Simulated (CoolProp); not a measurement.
Properties of cis-2-butene along the isobar 3700 kPa (Tc = 435.8 K, pc = 4236 kPa, ω = 0.202).

Model: reference Helmholtz-energy equation of state, Lemmon 2005, in CoolProp. It is a short technical equation, of lower accuracy than the large ones.

```json
[
 {"T (K)": "234.1", "phase": "liquid", "cp (kJ/(kg K))": "(withheld)", "fugacity coefficient": "0.004340"},
 {"T (K)": "253.5", "phase": "liquid", "cp (kJ/(kg K))": "2.073", "fugacity coefficient": "0.01155"},
 {"T (K)": "272.9", "phase": "liquid", "cp (kJ/(kg K))": "2.130", "fugacity coefficient": "0.02599"},
 {"T (K)": "292.3", "phase": "liquid", "cp (kJ/(kg K))": "2.200", "fugacity coefficient": "(withheld)"},
 {"T (K)": "311.7", "phase": "liquid", "cp (kJ/(kg K))": "(withheld)", "fugacity coefficient": "0.09074"},
 {"T (K)": "331.1", "phase": "liquid", "cp (kJ/(kg K))": "2.381", "fugacity coefficient": "(withheld)"},
 {"T (K)": "350.5", "phase": "liquid", "cp (kJ/(kg K))": "(withheld)", "fugacity coefficient": "0.2230"},
 {"T (K)": "369.9", "phase": "liquid", "cp (kJ/(kg K))": "2.652", "fugacity coefficient": "0.3175"},
 {"T (K)": "389.2", "phase": "liquid", "cp (kJ/(kg K))": "2.870", "fugacity coefficient": "0.4286"},
 {"T (K)": "408.6", "phase": "liquid", "cp (kJ/(kg K))": "3.287", "fugacity coefficient": "0.5536"},
 {"T (K)": "447.4", "phase": "gas", "cp (kJ/(kg K))": "3.043", "fugacity coefficient": "0.7300"},
 {"T (K)": "466.8", "phase": "gas", "cp (kJ/(kg K))": "2.694", "fugacity coefficient": "0.7672"},
 {"T (K)": "486.2", "phase": "gas", "cp (kJ/(kg K))": "(withheld)", "fugacity coefficient": "0.7975"},
 {"T (K)": "505.6", "phase": "gas", "cp (kJ/(kg K))": "2.550", "fugacity coefficient": "(withheld)"},
 {"T (K)": "525", "phase": "gas", "cp (kJ/(kg K))": "2.551", "fugacity coefficient": "0.8444"}
]
```

Problem. Complete the blanks.

Solution. 
- 234.1, cp (kJ/(kg K)): 2.028
- 292.3, fugacity coefficient: 0.05122
- 311.7, cp (kJ/(kg K)): 2.283
- 331.1, fugacity coefficient: 0.1474
- 350.5, cp (kJ/(kg K)): 2.500
- 486.2, cp (kJ/(kg K)): 2.584
- 505.6, fugacity coefficient: 0.8229
